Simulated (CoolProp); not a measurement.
C3F8 (R218) at 365.31 K and 0.716 MPa flows at 7 m/s in a round tube of 50 mm bore and 45 µm roughness, fully developed (64/Re and Nu = 3.66 if laminar; Colebrook and Gnielinski if turbulent). Each further row changes one setting.

The numbers come from the reference Helmholtz-energy equation of state, Lemmon 2006 in CoolProp. It is a short technical equation, of lower accuracy than the large ones.

```
case             Reynolds number  Darcy friction factor  pressure drop (Pa/m)  heat-transfer coefficient (W/(m² K))  mass flow (kg/h)
---------------  ---------------  ---------------------  --------------------  ------------------------------------  ----------------
as stated                1090000                 0.0194                   458                                   832              2380
velocity 14 m/s          2190000                 0.0193                     …                                     …              4750
diameter 100 mm          2190000                 0.0166                   195                                     …              9500
```

Task: Fill in the missing entries.

Result: 
- velocity 14 m/s, pressure drop (Pa/m): 1820
- velocity 14 m/s, heat-transfer coefficient (W/(m² K)): 1650
- diameter 100 mm, heat-transfer coefficient (W/(m² K)): 703

Viscosity comes from a separate model (Huber 2003), an estimate that may be off by 10 % or more. Thermal conductivity comes from a separate model (Huber 2003), an estimate that may be off by 10 % or more.
